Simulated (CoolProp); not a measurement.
Vapour-liquid equilibrium of R22 (1) + dimethyl ether (2) at 299.5 K; x and y are mole fractions of (1).

Model: multi-fluid Helmholtz-energy mixture model, Kamei 1995 and Wu 2011; pair parameters Bell 2016, in CoolProp.

Give the bubble pressure and the first vapour's composition at x = 0.15, 0.35, 0.65. Is there an azeotrope?

x = 0.15: 598.0 kPa, y = 0.139; x = 0.35: 602.4 kPa, y = 0.384; x = 0.65: 728.7 kPa, y = 0.782. y crosses x between x = 0.15 and 0.25: the model has an azeotrope there.

Pair parameters are fitted to limited data, so mixtures are less certain than the pure fluids.
